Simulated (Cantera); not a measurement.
What does this Cantera script print?

```python
import numpy as np
import cantera as ct

gas_names = """
    C CO COS CO2 CS CS2 C2 C2O C3 C3O2 C4 C5 Mg MgO MgS Mg2 O O2 O3 S SO SO2 SO3 S2 S2O S8
""".split()
cond_names = """
    C(gr) Mg(cr) Mg(L) MgCO3(s) MgO(s) MgO(L) MgS(s) MgSO4(s) MgSO4(L) S(cr1) S(cr2) S(L)
""".split()


# ... load() reads the species with a 1 bar reference pressure and builds the phases ...
atoms = {
    'MgSO4': {'Mg': 1, 'S': 1, 'O': 4},
    'C': {'C': 1},
    'O2': {'O': 2},
    'CO2': {'C': 1, 'O': 2},
}
top_T = {'C(gr)': 4500, 'MgS(s)': 2250}  # K; cautious upper limits of use, not melting points


# ... equilibrate(T, P, feed) seeds the gas with the atoms and calls Mixture.equilibrate('TP', solver="vcs", rtol=1e-11, max_steps=5000) ...
results = []
feed = {'MgSO4': 1, 'C': 1.9, 'O2': 0.028, 'CO2': 0.06}  # mol
P = 1000  # Pa
for T in [1475, 1550, 1625, 1700, 1775, 1850, 1925]:
    mix = equilibrate(T, P, feed)
    results.append((T, P, feed, dict(zip(mix.species_names, mix.species_moles))))

top = {s: max(r[3][s] / sum(r[3][g] for g in gas_names) for r in results) for s in gas_names}
cols = sorted((s for s in top if top[s] > 1e-05), key=lambda s: -top[s])[:6]
seen = [c for c in cond_names if any(r[3].get(c, 0) > 1e-12 for r in results)]
print("log10 of partial pressures in bar; condensed amounts in mol")
print(f"{'T/K':>10s}" + "".join(f"{s[:9]:>10s}" for s in cols + seen))
for T, P, feed, n in results:
    ng = sum(n[g] for g in gas_names)
    print(f"{T:10.4g}" + "".join(f"{np.log10(max(n[s] / ng * P / 1e5, 1e-99)):10.3f}" for s in cols)
          + "".join(f"{n.get(c, 0):10.4g}" for c in seen))
```

It prints:

```
log10 of partial pressures in bar; condensed amounts in mol
       T/K        CO       CO2        S2       SO2        SO         S    MgO(s)
      1475    -2.411    -2.411    -2.764    -3.343    -4.500    -5.901         1
      1550    -2.373    -2.463    -2.796    -3.199    -4.228    -5.545         1
      1625    -2.338    -2.522    -2.833    -3.095    -3.997    -5.225         1
      1700    -2.308    -2.586    -2.872    -3.021    -3.798    -4.936         1
      1775    -2.283    -2.653    -2.914    -2.969    -3.625    -4.675    0.9999
      1850    -2.263    -2.722    -2.960    -2.935    -3.475    -4.438    0.9997
      1925    -2.248    -2.791    -3.009    -2.914    -3.344    -4.224    0.9989
```

Cantera equilibrium calculation (NASA polynomials, part measured and part estimated; ideal gas, pure solids and liquids).
